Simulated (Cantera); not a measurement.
## Adiabatic ignition

An adiabatic, constant-volume homogeneous reactor starts with C₃H₈ : O₂ : N₂ = 1 : 8.77 : 33 (molar parts), equivalence ratio 0.57, at 1350 K and 6.71 atm.

Cantera simulation using GRI-Mech 3.0 (53 species, 325 reactions); the numbers are that mechanism's predictions, not measurements. GRI-Mech 3.0 was tuned for natural gas; its chemistry of propane as a main component is partial and can be far from experiment.

| t (s) | T (K) | P (bar) | x C₃H₈ | x O₂ | x NO | x C₂H₆ | x O |
|---|---|---|---|---|---|---|---|
| 2.00e-6 | 1350 | 6.80 | 0.0234 | 0.205 | <1e-12 | 6.58e-8 | 3.02e-8 |
| 1.00e-5 | 1349 | 6.80 | 0.0232 | 0.205 | <1e-12 | 1.06e-5 | 1.13e-7 |
| 5.03e-5 | 1352 | 6.82 | 0.0216 | 0.204 | <1e-12 | 0.000339 | 2.35e-7 |
| 0.000252 | 2723 | 14.2 | <1e-12 | 0.0836 | 0.00308 | <1e-12 | 0.00308 |
| 0.00126 | 2697 | 14.0 | <1e-12 | 0.0773 | 0.0161 | <1e-12 | 0.00267 |
| 0.00633 | 2693 | 14.0 | <1e-12 | 0.0762 | 0.0184 | <1e-12 | 0.00260 |
| 0.0317 | 2693 | 14.0 | <1e-12 | 0.0762 | 0.0184 | <1e-12 | 0.00260 |
| 0.159 | 2693 | 14.0 | <1e-12 | 0.0762 | 0.0184 | <1e-12 | 0.00260 |
| 0.798 | 2693 | 14.0 | <1e-12 | 0.0762 | 0.0184 | <1e-12 | 0.00260 |
| 4.00 | 2693 | 14.0 | <1e-12 | 0.0762 | 0.0184 | <1e-12 | 0.00260 |
x: mole fraction; the columns are a selection and need not sum to one.

| Item | Value |
|---|---|
| time of steepest temperature rise | 0.153 ms |
| temperature at 4.00 s | 2693 K |
| equilibrium temperature | 2693 K |
| x(C₃H₈) at 4.00 s | <1e-12 (gas-phase equilibrium <1e-12) |
| x(O₂) at 4.00 s | 0.0762 (gas-phase equilibrium 0.0762) |
| x(NO) at 4.00 s | 0.0184 (gas-phase equilibrium 0.0184) |
